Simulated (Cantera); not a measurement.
Mixture: C3H8 : O2 : N2 = 1 : 5.43 : 20.4 (molar parts), equivalence ratio 0.92, at 71000 Pa, adiabatic and at constant pressure. Ignition delay is the time to a rise of 400 K.

Detailed kinetics in Cantera: GRI-Mech 3.0 (53 species, 325 reactions). GRI-Mech 3.0 was tuned for natural gas; its chemistry of propane as a main component is partial and can be far from experiment.

### Question
What does this change do: pressure from 71000 Pa to 31000 Pa?

### Answer
```json
[
 {"quantity": "delay at 1273 K", "before": "1.81 ms", "after": "2.67 ms"},
 {"quantity": "delay at 1373 K", "before": "0.391 ms", "after": "0.619 ms"},
 {"quantity": "delay at 1473 K", "before": "0.124 ms", "after": "0.213 ms"},
 {"quantity": "delay at 1573 K", "before": "53.5 µs", "after": "98.9 µs"},
 {"quantity": "delay at 1673 K", "before": "28.9 µs", "after": "56.1 µs"},
 {"quantity": "delay at 1773 K", "before": "18.1 µs", "after": "36.4 µs"},
 {"quantity": "apparent activation energy between 1573 and 1773 K", "before": "130 kJ/mol", "after": "120 kJ/mol"}
]
```
